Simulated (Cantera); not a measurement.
Feed: 1 mol c-C4F8, 0.039 mol HCl, held at 2050 K and 0.560 bar.

Cantera equilibrium calculation (NASA polynomials, part measured and part estimated; ideal gas, pure solids and liquids). Candidate condensed phases: C, C6H6, C7H8, C8H18; 118 gas species. The feed counts by its element totals alone. Gases not in the tables: C2F6 and larger saturated fluorocarbons. Equilibrium is a limit: real reactors are often held back by kinetics, nucleation or transport.

What is the equilibrium state?


```json
{
 "x(CF4)": "0.934",
 "x(CF2)": "0.0216",
 "x(HF)": "0.0185",
 "x(Cl)": "0.0166",
 "x(CF3)": "0.00443",
 "x(F)": "0.00273",
 "x(CClF3)": "0.00147",
 "x(Cl2)": "0.000196",
 "x(HCl)": "7.64e-5",
 "n(C(graphite))": "1.99 mol",
 "gas_amount": "2.095 mol"
}
```
